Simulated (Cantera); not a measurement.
**SiCl₄ + NH₃ + H₂ (silicon nitride deposition)**

Input: 1 mol SiCl₄, 0.22 mol NH₃, a varied amount of H₂, held at 1652 °C and 3.00 Torr.

Equilibrium computed with Cantera from the NASA thermochemical tables; the gas is ideal and each condensed phase is pure. Candidate condensed phases: NH₄Cl, Si, Si₃N₄; 28 gas species. The tables' values for SiCl₃, SiCl are old estimates; treat these amounts as uncertain. Gases not in the tables: Si₂H₆ and higher silanes. Rates play no part.

| n(H₂) (mol) | log p H₂ | log p HCl | log p SiCl₂ | log p N₂ | log p H | log p Cl | n Si(l) |
|---|---|---|---|---|---|---|---|
| 2.2 | -2.88 | -2.78 | -3.08 | -4.03 | -4.46 | -4.48 | 0 |
| 2.9 | -2.78 | -2.83 | -3.14 | -4.09 | -4.41 | -4.59 | 0 |
| 3.8 | -2.71 | -2.90 | -3.21 | -4.16 | -4.37 | -4.69 | 0 |
| 4.9 | -2.65 | -2.97 | -3.28 | -4.23 | -4.34 | -4.79 | 0 |
| 6.4 | -2.60 | -3.04 | -3.37 | -4.31 | -4.32 | -4.89 | 0 |
| 8.3 | -2.56 | -3.12 | -3.46 | -4.39 | -4.30 | -4.99 | 0 |
| 11 | -2.52 | -3.21 | -3.57 | -4.49 | -4.28 | -5.09 | 0 |
| 14 | -2.50 | -3.29 | -3.67 | -4.58 | -4.27 | -5.18 | 0 |
| 18 | -2.48 | -3.35 | -3.80 | -4.67 | -4.26 | -5.25 | 0.0537 |
| 24 | -2.47 | -3.43 | -3.97 | -4.79 | -4.25 | -5.34 | 0.123 |
| 31 | -2.45 | -3.50 | -4.13 | -4.89 | -4.25 | -5.42 | 0.175 |
log p: log10 of the partial pressure in bar; n: condensed amount in mol.

From 2.2 mol H₂ to 14 mol H₂ nothing is condensed. From 18 mol H₂ to 31 mol H₂ the condensed part is Si(l). The main Si-bearing gas is SiCl₂ throughout.
